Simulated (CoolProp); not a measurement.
Vapour-liquid equilibrium of cis-2-butene (1) + acetone (2) at 125.55 °C; x and y are mole fractions of (1).

Values from CoolProp's multi-fluid Helmholtz-energy mixture model, Lemmon 2005 and Lemmon 2006; pair parameters Bell 2016.

Question: Give the bubble pressure and the first vapour's composition at x = 0.25, 0.55, 0.95. Is there an azeotrope?

Answer: x = 0.25: 1338 kPa, y = 0.541; x = 0.55: 1837 kPa, y = 0.737; x = 0.95: 2259 kPa, y = 0.959. No azeotrope shows between x = 0.05 and 0.95.

The pair parameters rest on a limited set of measurements; away from them the model extrapolates.
